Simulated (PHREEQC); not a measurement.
PHREEQC input (ion-association model, phreeqc.dat):

```
SOLUTION_SPECIES
  CO3-2 + 10 H+ + 8 e- = CH4 + 3 H2O  # shut off: no methane
    -log_k -100
    -delta_h 0
    -analytic -100
SOLUTION 1
  temp 25
  units mol/kgw
  pH 7 charge
  Cl 0.32
  K 0.28
  Na 0.04
END
SELECTED_OUTPUT 1
  -reset false
  -pH true
  -pe true
  -ionic_strength true
  -water true
  -totals C Cl K Na C(-4) C(4)
  -molalities H+ Na+ K+ Cl- CO3-2 OH- HCO3- CO2 (CO2)2 NaOH
    NaCO3- NaHCO3
  -saturation_indices Halite Sylvite
USER_PUNCH 1
  -headings p_CO2(g) phi_CO2(g) p_H2O(g) phi_H2O(g) density
  10 PUNCH PR_P("CO2(g)"), PR_PHI("CO2(g)"), PR_P("H2O(g)"), PR_PHI("H2O(g)"), RHO
PRINT
  -reset false
USE solution 1
REACTION_TEMPERATURE 1
  10
GAS_PHASE 1
  -fixed_pressure
  -pressure 10
  -temperature 10
  -volume 20
  CO2(g) 10
  H2O(g) 0
END
# ... the last block is repeated for the other 8 points of T (°C)
```

Selected output (columns that matter, 9 of 9 rows; T (°C) added in front):

```
T (°C)	pH	mu	C	Cl	K	Na	m_H+	si_Halite	si_Sylvite	p_CO2(g)	phi_CO2(g)	p_H2O(g)	phi_H2O(g)	density
10	3.3654	0.32061	0.46634	0.32007	0.28006	0.040009	0.0005501	-3.7495	-2.2	9.9864	0.93627	0.013579	0.89409	1.0196
20	3.3918	0.32064	0.34198	0.32013	0.28011	0.040016	0.00051929	-3.7622	-2.2579	9.9745	0.94254	0.025485	0.90307	1.0164
30	3.4225	0.3207	0.26224	0.32022	0.28019	0.040028	0.0004856	-3.7749	-2.3127	9.9543	0.94808	0.045692	0.91098	1.0128
40	3.4565	0.32081	0.20876	0.32037	0.28032	0.040046	0.00045072	-3.7876	-2.3648	9.9214	0.95301	0.078621	0.91793	1.0087
50	3.4934	0.321	0.17146	0.32059	0.28052	0.040074	0.00041582	-3.8001	-2.4144	9.8696	0.95741	0.13035	0.92401	1.004
60	3.5326	0.3213	0.14449	0.32092	0.28081	0.040116	0.00038164	-3.8125	-2.4617	9.791	0.96135	0.20896	0.92926	0.99887
70	3.5741	0.32176	0.12432	0.32141	0.28123	0.040176	0.00034859	-3.8246	-2.5067	9.6752	0.9649	0.32485	0.93373	0.99325
80	3.6179	0.32242	0.10871	0.32211	0.28184	0.040263	0.00031689	-3.8364	-2.5496	9.5089	0.96812	0.49107	0.93744	0.98718
90	3.6641	0.32338	0.096164	0.3231	0.28271	0.040387	0.0002866	-3.8477	-2.5904	9.2765	0.97107	0.72355	0.94042	0.98068
```

Species that the database lacks are ignored. At this temperature some constants are extrapolated from 25 °C, and those without enthalpy data are left unchanged.
